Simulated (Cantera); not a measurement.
Charge: 1 mol Hg, 0.053 mol H₂, held at 3.40 bar.

Equilibrium computed with Cantera from the NASA thermochemical tables; the gas is ideal and each condensed phase is pure. Candidate condensed phases: Hg; 3 gas species. Equilibrium is a limit: real reactors are often held back by kinetics, nucleation or transport.

Question: Which condensed phases are stable at each of these points (T (K)): 473, 573, 673, 773, 873, 973, 1073, 1173, 1273, 1373, 1473, 1573?

Answer: 
```
T (K)  condensed phases  Hg condensed (%)
-----  ----------------  ----------------
473               Hg(l)             100.0
573               Hg(l)              99.4
673               Hg(l)              91.8
773            gas only               0.0
873            gas only               0.0
973            gas only               0.0
1073           gas only               0.0
1173           gas only               0.0
1273           gas only               0.0
1373           gas only               0.0
1473           gas only               0.0
1573           gas only               0.0
```

From 473 K to 673 K the condensed part is Hg(l). From 773 K to 1573 K nothing is condensed.
